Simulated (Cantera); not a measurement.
Thermodynamics of metals in furnace atmospheres, feed Cu + CO + H2O

Charge: 1 mol Cu, 0.75 mol CO, 1.5 mol H2O, at 3.00 mbar.

Method: chemical equilibrium by Gibbs-energy minimisation in Cantera with the NASA 1993 tables (ideal gas, pure condensed phases). Candidate condensed phases: C, C6H6, C7H8, C8H18, Cu, CuO, Cu(OH)2, Cu2O, H2O; 113 gas species. Kinetics and transport are ignored.

From 950 K to 1350 K the condensed part is Cu(s). From 1400 K to 1550 K the condensed part is Cu(l).

```json
[
 {"T (K)": "950", "x H2O": "0.417", "x CO2": "0.250", "x H2": "0.250", "x CO": "0.0835", "x Cu": "6.29e-10", "x H": "5.08e-9", "x OH": "1.25e-11", "x Cu2": "<1e-12", "n Cu(s)": "1.00", "n Cu(l)": "0"},
 {"T (K)": "1000", "x H2O": "0.427", "x CO2": "0.240", "x H2": "0.240", "x CO": "0.0937", "x Cu": "5.20e-9", "x H": "2.03e-8", "x OH": "7.99e-11", "x Cu2": "<1e-12", "n Cu(s)": "1.00", "n Cu(l)": "0"},
 {"T (K)": "1050", "x H2O": "0.436", "x CO2": "0.230", "x H2": "0.230", "x CO": "0.103", "x Cu": "3.51e-8", "x H": "7.11e-8", "x OH": "4.30e-10", "x Cu2": "<1e-12", "n Cu(s)": "1.00", "n Cu(l)": "0"},
 {"T (K)": "1100", "x H2O": "0.445", "x CO2": "0.222", "x H2": "0.222", "x CO": "0.112", "x Cu": "1.98e-7", "x H": "2.22e-7", "x OH": "1.99e-9", "x Cu2": "1.59e-12", "n Cu(s)": "1.00", "n Cu(l)": "0"},
 {"T (K)": "1150", "x H2O": "0.453", "x CO2": "0.214", "x H2": "0.214", "x CO": "0.120", "x Cu": "9.64e-7", "x H": "6.30e-7", "x OH": "8.07e-9", "x Cu2": "1.50e-11", "n Cu(s)": "1.000", "n Cu(l)": "0"},
 {"T (K)": "1200", "x H2O": "0.460", "x CO2": "0.206", "x H2": "0.206", "x CO": "0.127", "x Cu": "4.09e-6", "x H": "1.64e-6", "x OH": "2.92e-8", "x Cu2": "1.16e-10", "n Cu(s)": "1.000", "n Cu(l)": "0"},
 {"T (K)": "1250", "x H2O": "0.467", "x CO2": "0.200", "x H2": "0.200", "x CO": "0.134", "x Cu": "1.55e-5", "x H": "3.94e-6", "x OH": "9.51e-8", "x Cu2": "7.63e-10", "n Cu(s)": "1.000", "n Cu(l)": "0"},
 {"T (K)": "1300", "x H2O": "0.473", "x CO2": "0.194", "x H2": "0.194", "x CO": "0.140", "x Cu": "5.26e-5", "x H": "8.89e-6", "x OH": "2.84e-7", "x Cu2": "4.32e-9", "n Cu(s)": "1.000", "n Cu(l)": "0"},
 {"T (K)": "1350", "x H2O": "0.478", "x CO2": "0.188", "x H2": "0.188", "x CO": "0.145", "x Cu": "0.000163", "x H": "1.89e-5", "x OH": "7.80e-7", "x Cu2": "2.14e-8", "n Cu(s)": "1.000", "n Cu(l)": "0"},
 {"T (K)": "1400", "x H2O": "0.483", "x CO2": "0.183", "x H2": "0.183", "x CO": "0.150", "x Cu": "0.000450", "x H": "3.80e-5", "x OH": "1.99e-6", "x Cu2": "8.78e-8", "n Cu(s)": "0", "n Cu(l)": "0.999"},
 {"T (K)": "1450", "x H2O": "0.488", "x CO2": "0.178", "x H2": "0.178", "x CO": "0.155", "x Cu": "0.00115", "x H": "7.29e-5", "x OH": "4.78e-6", "x Cu2": "3.21e-7", "n Cu(s)": "0", "n Cu(l)": "0.997"},
 {"T (K)": "1500", "x H2O": "0.491", "x CO2": "0.174", "x H2": "0.174", "x CO": "0.159", "x Cu": "0.00274", "x H": "0.000134", "x OH": "1.08e-5", "x Cu2": "1.07e-6", "n Cu(s)": "0", "n Cu(l)": "0.994"},
 {"T (K)": "1550", "x H2O": "0.493", "x CO2": "0.169", "x H2": "0.169", "x CO": "0.162", "x Cu": "0.00619", "x H": "0.000236", "x OH": "2.32e-5", "x Cu2": "3.31e-6", "n Cu(s)": "0", "n Cu(l)": "0.986"}
]
```
x: gas mole fraction; n: condensed amount in mol.
